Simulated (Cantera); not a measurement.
Input (Python, Cantera) and output of one run.

```python
import numpy as np
import cantera as ct

gas_names = """
    C CH CH2 CH3 CH2OH CH3O CH4 CH3OH CN CO CO2 COOH C2 C2H CHCO,ketyl C2H2,acetylene C2H2,vinylidene
    CH2CO,ketene C2H3,vinyl CH3CN CH3CO,acetyl C2H4 C2H4O,ethylen CH3CHO,ethanal CH3COOH (HCOOH)2 C2H5
    C2H6 CH3OCH3 C2H5OH CCN CNC C2N2 C2O C3 C3H3,propargyl C3H4,allene C3H4,propyne C3H4,cyclo-
    C3H5,allyl C3H6,propylene C3H6,cyclo- C3H6O C3H7,n-propyl C3H7,i-propyl C3H8 C3H8O,1propanol
    C3H8O,2propanol C3O2 C4 C4H2 C4H4,1,3-cyclo- C4H6,butadiene C4H6,2-butyne C4H6,cyclo- C4H8,1-butene
    C4H8,cis2-buten C4H8,tr2-butene C4H8,isobutene C4H8,cyclo- (CH3COOH)2 C4H9,n-butyl C4H9,i-butyl
    C4H9,s-butyl C4H9,t-butyl C4H10,isobutane C4H10,n-butane C4N2 C5 C5H6,1,3cyclo- C5H8,cyclo-
    C5H10,1-pentene C5H10,cyclo- C5H11,pentyl C5H11,t-pentyl C5H12,n-pentane C5H12,i-pentane
    CH3C(CH3)2CH3 C6H2 C6H5,phenyl C6H5O,phenoxy C6H6 C6H5OH,phenol C6H10,cyclo- C6H12,1-hexene
    C6H12,cyclo- C6H13,n-hexyl C7H7,benzyl C7H8 C7H8O,cresol C7H14,1-heptene C7H15,n-heptyl
    C7H16,n-heptane C8H8,styrene C8H10,ethylbenz C8H16,1-octene C8H17,n-octyl C8H18,isooctane
    C8H18,n-octane C9H19,n-nonyl C10H8,naphthale C10H21,n-decyl C12H9,o-bipheny C12H10,bipheny H HCN HCO
    HCCN HNC HNCO HNO HNO2 HNO3 HO2 H2 HCHO,formaldehy HCOOH H2O H2O2 N NCO NH NH2 NH3 NH2OH NO NO2 NO3
    N2 N2H2 N2H4 N2O O OH O2 O3 Si SiC SiC2 SiC4H12 SiH SiH2 SiH3 SiH4 SiN SiO SiO2 Si2 Si2C Si2N Si3
""".split()
cond_names = """
    C(gr) C6H6(L) C7H8(L) C8H18(L),n-octa H2O(s) H2O(L) Si(cr) Si(L) SiC(b) SiO2(Lqz) SiO2(hqz) SiO2(L)
    Si2N2O(s) Si3N4(a)
""".split()


def load(file, names, dense=False):
    # The tables refer to 1 bar. Condensed volumes are neglected.
    table = {s.name: s for s in ct.Species.list_from_file(file)}
    out = []
    for n in names:
        d = dict(table[n].input_data)
        d["thermo"] = dict(d["thermo"], **{"reference-pressure": 1e5})
        if dense:
            d["equation-of-state"] = {"model": "constant-volume", "density": "1e6 g/cm^3"}
        out.append(ct.Species.from_dict(d))
    return out


gas = ct.Solution(thermo="ideal-gas", species=load("nasa_gas.yaml", gas_names))
cond = {s.name: ct.Solution(thermo="fixed-stoichiometry", species=[s], name=s.name)
        for s in load("nasa_condensed.yaml", cond_names, dense=True)}
atoms = {
    'TEOS': {'Si': 1, 'C': 8, 'H': 20, 'O': 4},
    'N2O': {'N': 2, 'O': 1},
    'N2': {'N': 2},
}
top_T = {'C(gr)': 4500, 'SiC(b)': 3050, 'Si2N2O(s)': 2100, 'Si3N4(a)': 2400}  # K; cautious upper limits of use, not melting points


def equilibrate(T, P, feed):
    n = {}
    for name, mol in feed.items():
        for a, k in atoms[name].items():
            n[a] = n.get(a, 0.0) + k * mol
    gas.TPX = T, P, n
    mass = sum(n.values()) * gas.mean_molecular_weight
    gas.equilibrate("TP")
    valid = [c for c in cond.values() if c.min_temp <= T <= top_T.get(c.name, c.max_temp)]
    mix = ct.Mixture([(gas, mass / gas.mean_molecular_weight)] + [(c, 0.0) for c in valid])
    mix.T, mix.P = T, P
    mix.equilibrate("TP", solver="vcs", rtol=1e-11, max_steps=5000)
    return mix


results = []
T = 1200  # K
P = 2100  # Pa
for m in [2.5, 3.1, 3.9, 4.9, 6.2, 7.7, 9.7, 12]:
    feed = {'TEOS': 1, 'N2O': m, 'N2': 2.9}  # mol
    mix = equilibrate(T, P, feed)
    results.append((T, P, feed, dict(zip(mix.species_names, mix.species_moles))))

top = {s: max(r[3][s] / sum(r[3][g] for g in gas_names) for r in results) for s in gas_names}
cols = sorted((s for s in top if top[s] > 0.0001), key=lambda s: -top[s])[:9]
seen = [c for c in cond_names if any(r[3].get(c, 0) > 1e-12 for r in results)]
print("log10 of partial pressures in bar; condensed amounts in mol")
print(f"{'n(N2O)':>10s}" + "".join(f"{s[:9]:>10s}" for s in cols + seen))
for T, P, feed, n in results:
    ng = sum(n[g] for g in gas_names)
    print(f"{feed['N2O']:10.4g}" + "".join(f"{np.log10(max(n[s] / ng * P / 1e5, 1e-99)):10.3f}" for s in cols)
          + "".join(f"{n.get(c, 0):10.4g}" for c in seen))
```

Output:

```
log10 of partial pressures in bar; condensed amounts in mol
    n(N2O)        H2        N2        CO       H2O       CO2     C(gr) SiO2(hqz)
       2.5    -1.977    -2.244    -2.324    -5.886    -6.371     3.499         1
       3.1    -2.002    -2.224    -2.295    -5.883    -6.313       2.9         1
       3.9    -2.034    -2.201    -2.263    -5.883    -6.250       2.1         1
       4.9    -2.071    -2.178    -2.232    -5.888    -6.187       1.1         1
       6.2    -2.116    -2.152    -2.212    -4.010    -4.243         0         1
       7.7    -2.183    -2.109    -2.267    -3.108    -3.330         0         1
       9.7    -2.276    -2.063    -2.345    -2.805    -3.012         0         1
        12    -2.392    -2.022    -2.443    -2.633    -2.823         0         1
```

Method: chemical equilibrium by Gibbs-energy minimisation in Cantera with the NASA 1993 tables (ideal gas, pure condensed phases). The feed counts by its element totals alone. The tables hold silica as quartz up to 1696 K and as liquid above; real silica turns to tridymite and cristobalite and melts near 1996 K.
